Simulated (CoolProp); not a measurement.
Propylene along the isobar 19.7 MPa: density (kg/m³) from the reference equation and from simpler models built on Tc = 364.2 K, pc = 4.555 MPa, ω = 0.146; each cubic takes its own stable root.

Computed with CoolProp (reference Helmholtz-energy equation of state, Lemmon 2013).

```
T (K)          phase  reference
-----  -------------  ---------
259.4         liquid      593.0
281.9         liquid      567.9
304.5         liquid      541.6
327           liquid      514.1
349.6         liquid      484.9
372.1  supercritical      454.0
394.6  supercritical      421.3
417.2  supercritical      386.7
439.7  supercritical      351.6
462.3  supercritical      317.3
484.8  supercritical      286.2
507.4  supercritical      259.1
529.9  supercritical      236.4
552.5  supercritical      217.3
575    supercritical      201.4
```

**Question.** How far does each simpler model (van der Waals, Redlich-Kwong, Peng-Robinson) lie from the reference over these 15 states: mean and median of the absolute difference, and the worst?

**Answer.** 
- van der Waals: mean 17.8 %, median 19.9 %, worst -32.8 % at 259.4 K and 19.7 MPa
- Redlich-Kwong: mean 4.2 %, median 5.8 %, worst -6.5 % at 372.1 K and 19.7 MPa
- Peng-Robinson: mean 3.0 %, median 1.3 %, worst +7.0 % at 259.4 K and 19.7 MPa
